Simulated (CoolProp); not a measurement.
Tetradecamethylhexasiloxane (MD4M) at several states: density (kg/m³) from the reference equation and from simpler models built on Tc = 653.2 K, pc = 8.286 bar, ω = 0.800; each cubic takes its own stable root.

Values from CoolProp's reference Helmholtz-energy equation of state, Thol 2019.

```tsv
T (K)	p (bar)	phase	reference
339.9	1.8	liquid	846.5
600.1	4.56	liquid	534.1
250.9	0.233	liquid	932.5
311.8	9.45	liquid	874.7
405	4.69	liquid	783.2
347	18.5	liquid	842.5
```

Task: How far does each simpler model (van der Waals, Soave-Redlich-Kwong, Peng-Robinson) lie from the reference over these 6 states: mean and median of the absolute difference, and the worst?

Result: 
- van der Waals: mean 53.2 %, median 46.2 %, worst -89.4 % at 600.1 K and 4.56 bar
- Soave-Redlich-Kwong: mean 14.9 %, median 14.5 %, worst -18.6 % at 250.9 K and 0.233 bar
- Peng-Robinson: mean 4.6 %, median 4.0 %, worst -9.1 % at 250.9 K and 0.233 bar

At some of these states van der Waals gives the other phase, because its saturation line lies elsewhere.
